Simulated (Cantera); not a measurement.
Cantera run:

```python
import numpy as np
import cantera as ct

gas_names = """
    CL CL2 H HCL H2 Si SiCL SiCL2 SiCL3 SiCL4 SiH SiHCL3 SiH2 SiH2CL2 SiH3 SiH3CL SiH4 Si2 Si3
""".split()
cond_names = """
    Si(cr) Si(L)
""".split()


# ... load() reads the species with a 1 bar reference pressure and builds the phases ...
atoms = {
    'SiH4': {'Si': 1, 'H': 4},
    'Cl2': {'CL': 2},
    'H2': {'H': 2},
}
top_T = {}  # K; cautious upper limits of use, not melting points


# ... equilibrate(T, P, feed) seeds the gas with the atoms and calls Mixture.equilibrate('TP', solver="vcs", rtol=1e-11, max_steps=5000) ...
results = []
feed = {'SiH4': 1, 'Cl2': 0.029, 'H2': 16}  # mol
T = 1073.15  # K
P = 140  # Pa
mix = equilibrate(T, P, feed)
results.append((T, P, feed, dict(zip(mix.species_names, mix.species_moles))))
print(gas.report(threshold=1e-05))
for i in range(1, mix.n_phases):
    print(f"{mix.phase(i).name:16s} {mix.phase_moles(i):12.5e} mol")
```

It prints:

```
       temperature   1073.2 K
          pressure   140 Pa
           density   3.3379e-05 kg/m^3
  mean mol. weight   2.1274 kg/kmol
   phase of matter   gas

                          1 kg             1 kmol
                     ---------------   ---------------
          enthalpy        1.0629e+07        2.2611e+07  J
   internal energy        6.4343e+06        1.3688e+07  J
           entropy          1.05e+05        2.2338e+05  J/K
    Gibbs function       -1.0205e+08       -2.1711e+08  J
 heat capacity c_p             14344             30515  J/K
 heat capacity c_v             10436             22201  J/K

                      mass frac. Y      mole frac. X     chem. pot. / RT
                     ---------------   ---------------   ---------------
               HCL           0.05442         0.0031755           -47.129
                H2           0.94462            0.9968           -24.258
             SiCL2        0.00091637        1.9695e-05            -73.81
     [  +16 minor]        4.5819e-05        1.1153e-06

Si(cr)            9.99632e-01 mol
```

These are equilibrium values from Cantera (NASA tables, ideal gas, pure condensed phases), not measurements of a reactor.
